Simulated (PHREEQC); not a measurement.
**Spent oxide etchant**

Solution (25 °C): 0.016 mol NH4HF2, 0.000572 mol H2SiF6, 0.021 mol HBF4 and 0.058 mol HCl per kg of water. Closed to the air; pH follows from the charge balance.

Equilibrium calculation in PHREEQC: ion-association model, wateq4f.dat.

The pH is 1.27, the ionic strength is 0.0812 mol/kgw and the total alkalinity comes out as -161 meq/kg.

```
species  molality  activity   log γ
-------  --------  --------  ------
H+         0.0646    0.0539  -0.079
Cl-        0.0580    0.0452  -0.108
HF         0.0278    0.0283   0.008
BF4-       0.0207    0.0158  -0.118
NH4+       0.0160    0.0127  -0.101
H2F2      0.00205   0.00209   0.008
SiF6-2   0.000572  0.000230  -0.396
F-       0.000451  0.000350  -0.109
BF3OH-   0.000268  0.000205  -0.118
HF2-      4.90e-5   3.81e-5  -0.109
H3BO3     3.42e-5   3.48e-5   0.008
```

Precipitation was switched off in this run. SiF6-2 is the database's only silicon fluoride. Real BF4- forms and hydrolyses slowly; the run takes it at equilibrium.
